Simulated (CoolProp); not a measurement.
A single-stage vapour-compression cycle with 1,2-dichloroethane: evaporating at 329.15 K (dew point), condensing at 366.15 K (bubble point), superheat 10 K, subcooling 2 K, compressor efficiency 0.9, no pressure losses. Each further row changes one setting.

Values from CoolProp's reference Helmholtz-energy equation of state, Thol 2015.

```csv
case,cooling COP,pressure ratio,discharge temperature (K),refrigerating effect (kJ/kg),volumetric capacity (kJ/m³)
as stated,7.37,3.44,387.3,300,420
evaporating temperature 334.15 K,8.76,2.86,385.2,…,…
condensing temperature 361.15 K,8.63,…,381.2,307,429
subcooling 7 K,…,3.44,387.3,307,429
superheat 20 K,7.36,3.44,…,309,419
compressor efficiency 0.8,…,3.44,…,300,420
```

**Question.** Complete the blanks.

**Answer.** 
- evaporating temperature 334.15 K, refrigerating effect (kJ/kg): 304
- evaporating temperature 334.15 K, volumetric capacity (kJ/m³): 506
- condensing temperature 361.15 K, pressure ratio: 2.96
- subcooling 7 K, cooling COP: 7.54
- superheat 20 K, discharge temperature (K): 397.9
- compressor efficiency 0.8, cooling COP: 6.55
- compressor efficiency 0.8, discharge temperature (K): 392.7
